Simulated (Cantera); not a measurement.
Input: 1 mol C2F6, 0.097 mol F2, at 21.0 mbar.

Method: chemical equilibrium by Gibbs-energy minimisation in Cantera with the NASA 1993 tables (ideal gas, pure condensed phases). Candidate condensed phases: C; 13 gas species. The feed counts by its element totals alone. Gases not in the tables: C2F6 and larger saturated fluorocarbons. Rates play no part.

### Question
What share of the C ends up in condensed phases as a function of T (K), at 950, 1150, 1350, 1550, 1750, 1950, 2150, 2350, 2550, 2750, 2950, 3150, 3350?

### Answer
| T (K) | C condensed (%) | as |
|---|---|---|
| 950 | 22.6 | C(graphite) |
| 1150 | 22.6 | C(graphite) |
| 1350 | 22.6 | C(graphite) |
| 1550 | 22.6 | C(graphite) |
| 1750 | 22.3 | C(graphite) |
| 1950 | 20.8 | C(graphite) |
| 2150 | 14.4 | C(graphite) |
| 2350 | 0.0 | - |
| 2550 | 0.7 | C(graphite) |
| 2750 | 26.9 | C(graphite) |
| 2950 | 38.2 | C(graphite) |
| 3150 | 0.0 | - |
| 3350 | 0.0 | - |
